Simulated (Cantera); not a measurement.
Mixture: C3H8 : O2 : N2 = 1 : 3.33 : 12.5 (molar parts), equivalence ratio 1.5, at 0.671 atm, adiabatic and at constant volume. Ignition delay is the time to a rise of 400 K.

Cantera simulation using GRI-Mech 3.0 (53 species, 325 reactions); the numbers are that mechanism's predictions, not measurements. GRI-Mech 3.0 was tuned for natural gas; its chemistry of propane as a main component is partial and can be far from experiment.

Problem. What does this change do: O2 3.33 to 4.9 parts?

Solution. 
```tsv
quantity	before	after
delay at 1025 K	0.405 s	0.308 s
delay at 1100 K	64.8 ms	50.6 ms
delay at 1175 K	11.8 ms	9.27 ms
delay at 1250 K	2.64 ms	2.07 ms
delay at 1325 K	0.754 ms	0.583 ms
delay at 1400 K	0.270 ms	0.208 ms
delay at 1475 K	0.118 ms	91.0 µs
apparent activation energy between 1325 and 1475 K	200 kJ/mol	200 kJ/mol
```

Problem. What does this change do: pressure from 0.671 atm to 1.48 atm?

Solution. 
```
quantity                                                before       after
--------------------------------------------------  ----------  ----------
delay at 1025 K                                        0.405 s     0.240 s
delay at 1100 K                                        64.8 ms     42.8 ms
delay at 1175 K                                        11.8 ms     8.18 ms
delay at 1250 K                                        2.64 ms     1.84 ms
delay at 1325 K                                       0.754 ms    0.509 ms
delay at 1400 K                                       0.270 ms    0.174 ms
delay at 1475 K                                       0.118 ms     72.6 µs
apparent activation energy between 1325 and 1475 K  200 kJ/mol  210 kJ/mol
```
